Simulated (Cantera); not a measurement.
A perfectly stirred reactor is fed with H2 : O2 : N2 = 1 : 0.312 : 1.17 (molar parts), equivalence ratio 1.6, at 4.93 atm; it is adiabatic with a 525 K inlet, and is followed from long to short residence time, starting on the burning branch (τ in s: 0.18, 0.073, 0.03, 0.012, 0.0048, 0.0019, 0.00078, 0.00032, 0.00013, 5.1e-05, 2.1e-05, 8.3e-06, 3.4e-06).

Model: the H2/O2 subset of GRI-Mech 3.0, which has no nitrogen chemistry, integrated in Cantera. The hydrogen kinetics of GRI-Mech 3.0 are dated; newer H2 mechanisms differ, most at raised pressure.

Q: Predict: blow-out, bracketed by the residence times tried; x(H2) at τ = 0.180 s; x(O2) at τ = 0.180 s; x(HO2) at τ = 0.180 s; x(H) at τ = 0.180 s; x(OH) at τ = 0.180 s; x(H2) at τ = 0.780 ms; x(O2) at τ = 0.780 ms; x(HO2) at τ = 0.780 ms; x(H) at τ = 0.780 ms; x(OH) at τ = 0.780 ms.

A: 
```
Item                                                                               Value
------------------------------------------------  --------------------------------------
blow-out, bracketed by the residence times tried  burning at 3.40 µs, the shortest tried
x(H2) at τ = 0.180 s                                                               0.172
x(O2) at τ = 0.180 s                                                             9.22e-6
x(HO2) at τ = 0.180 s                                                            1.26e-8
x(H) at τ = 0.180 s                                                              0.00286
x(OH) at τ = 0.180 s                                                            0.000859
x(H2) at τ = 0.780 ms                                                              0.170
x(O2) at τ = 0.780 ms                                                           0.000271
x(HO2) at τ = 0.780 ms                                                           4.27e-7
x(H) at τ = 0.780 ms                                                             0.00883
x(OH) at τ = 0.780 ms                                                            0.00250
```
